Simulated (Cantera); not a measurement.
Input (Python, Cantera) and output of one run.

```python
import numpy as np
import cantera as ct

gas_names = """
    H HO2 H2 H2O H2O2 O OH O2 O3 P PH PH3 PO PO2 P2 P4 P4O10
""".split()
cond_names = """
    H2O(s) H2O(L) P(cr) P(L) P4O10(s)
""".split()


# ... load() reads the species with a 1 bar reference pressure and builds the phases ...
atoms = {
    'PH3': {'P': 1, 'H': 3},
    'H2O': {'H': 2, 'O': 1},
    'O2': {'O': 2},
    'H2': {'H': 2},
}
top_T = {'P4O10(s)': 690}  # K; cautious upper limits of use, not melting points


# ... equilibrate(T, P, feed) seeds the gas with the atoms and calls Mixture.equilibrate('TP', solver="vcs", rtol=1e-11, max_steps=5000) ...
results = []
feed = {'PH3': 1, 'H2O': 1.6, 'O2': 0.077, 'H2': 0.0011}  # mol
P = 660  # Pa
for T in [1900, 1950, 2000, 2050, 2100, 2150, 2200, 2250, 2300, 2350, 2400, 2450]:
    mix = equilibrate(T, P, feed)
    results.append((T, P, feed, dict(zip(mix.species_names, mix.species_moles))))
    x = sorted(zip(gas.X, gas.species_names), reverse=True)
    print(f"T = {T:g} K  P = {P:g} Pa  gas = {mix.phase_moles(0):.4g} mol")
    print("   x: " + "  ".join(f"{s} {v:.3e}" for v, s in x if v > 0.001))
    print("   condensed (mol): " + ("  ".join(f"{mix.phase(i).name} {mix.phase_moles(i):.4g}"
          for i in range(1, mix.n_phases) if mix.phase_moles(i) > 1e-12) or "none"))
```

It prints:

```
T = 1900 K  P = 660 Pa  gas = 4.039 mol
   x: H2 6.011e-01  H2O 1.628e-01  PO 1.464e-01  PO2 6.247e-02  P2 1.919e-02  H 7.573e-03
   condensed (mol): none
T = 1950 K  P = 660 Pa  gas = 4.064 mol
   x: H2 6.023e-01  PO 1.559e-01  H2O 1.552e-01  PO2 6.012e-02  P2 1.478e-02  H 1.095e-02
   condensed (mol): none
T = 2000 K  P = 660 Pa  gas = 4.088 mol
   x: H2 6.016e-01  PO 1.639e-01  H2O 1.490e-01  PO2 5.786e-02  H 1.553e-02  P2 1.113e-02
   condensed (mol): none
T = 2050 K  P = 660 Pa  gas = 4.113 mol
   x: H2 5.988e-01  PO 1.703e-01  H2O 1.441e-01  PO2 5.574e-02  H 2.161e-02  P2 8.193e-03
   condensed (mol): none
T = 2100 K  P = 660 Pa  gas = 4.14 mol
   x: H2 5.937e-01  PO 1.751e-01  H2O 1.402e-01  PO2 5.379e-02  H 2.955e-02  P2 5.917e-03
   condensed (mol): none
T = 2150 K  P = 660 Pa  gas = 4.169 mol
   x: H2 5.863e-01  PO 1.784e-01  H2O 1.370e-01  PO2 5.202e-02  H 3.975e-02  P2 4.207e-03  OH 1.199e-03
   condensed (mol): none
T = 2200 K  P = 660 Pa  gas = 4.203 mol
   x: H2 5.764e-01  PO 1.805e-01  H2O 1.342e-01  H 5.263e-02  PO2 5.039e-02  P2 2.957e-03  OH 1.710e-03  P 1.080e-03
   condensed (mol): none
T = 2250 K  P = 660 Pa  gas = 4.244 mol
   x: H2 5.636e-01  PO 1.814e-01  H2O 1.316e-01  H 6.863e-02  PO2 4.886e-02  OH 2.407e-03  P2 2.063e-03  P 1.221e-03
   condensed (mol): none
T = 2300 K  P = 660 Pa  gas = 4.293 mol
   x: H2 5.478e-01  PO 1.812e-01  H2O 1.287e-01  H 8.817e-02  PO2 4.741e-02  OH 3.340e-03  P2 1.434e-03  P 1.361e-03
   condensed (mol): none
T = 2350 K  P = 660 Pa  gas = 4.353 mol
   x: H2 5.289e-01  PO 1.802e-01  H2O 1.255e-01  H 1.116e-01  PO2 4.597e-02  OH 4.565e-03  P 1.498e-03
   condensed (mol): none
T = 2400 K  P = 660 Pa  gas = 4.425 mol
   x: H2 5.065e-01  PO 1.784e-01  H 1.394e-01  H2O 1.215e-01  PO2 4.450e-02  OH 6.142e-03  P 1.631e-03  O 1.131e-03
   condensed (mol): none
T = 2450 K  P = 660 Pa  gas = 4.514 mol
   x: H2 4.808e-01  PO 1.758e-01  H 1.715e-01  H2O 1.165e-01  PO2 4.293e-02  OH 8.119e-03  O 1.922e-03  P 1.762e-03
   condensed (mol): none
```

Cantera equilibrium calculation (NASA polynomials, part measured and part estimated; ideal gas, pure solids and liquids). Gases not in the tables: HPO2, HPO3 and P4O6.
